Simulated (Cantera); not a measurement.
A perfectly stirred reactor is fed with 0.412 % CH4, 98.0 % H2, 1.57 % O2, equivalence ratio 32, at 39.0 Torr; it is held at 2525 K, and followed from long to short residence time.

Computed with Cantera and GRI-Mech 3.0 (53 species, 325 reactions).

x: mole fraction; the columns are a selection and need not sum to one.

```
τ (s)       x CH4   x H2      x O2    x C2H2      x OH     x CH3     x C2H
-------  --------  -----  --------  --------  --------  --------  --------
4.5       4.30e-8  0.857   7.65e-7  6.83e-11  0.000709   9.85e-8    <1e-12
1.1           ___  0.859   8.10e-7       ___  0.000692       ___  1.09e-11
0.25      1.20e-6  0.869   1.09e-6   3.38e-8  0.000626   2.42e-6  2.96e-10
0.060         ___  0.895       ___       ___       ___       ___       ___
0.014    0.000157  0.919   1.92e-5  0.000109  0.000312  0.000151   4.48e-7
0.0033   0.000603  0.928  0.000102  0.000500  0.000263  0.000459   1.61e-6
0.00079   0.00137  0.933  0.000491  0.000488  0.000233  0.000875   1.32e-6
```

### Question
What belongs in the gaps?

### Answer

- 1.1, x CH4: 1.91e-7
- 1.1, x C2H2: 1.12e-9
- 1.1, x CH3: 4.28e-7
- 0.060, x CH4: 1.39e-5
- 0.060, x O2: 3.26e-6
- 0.060, x C2H2: 2.29e-6
- 0.060, x OH: 0.000458
- 0.060, x CH3: 2.04e-5
- 0.060, x C2H: 1.43e-8
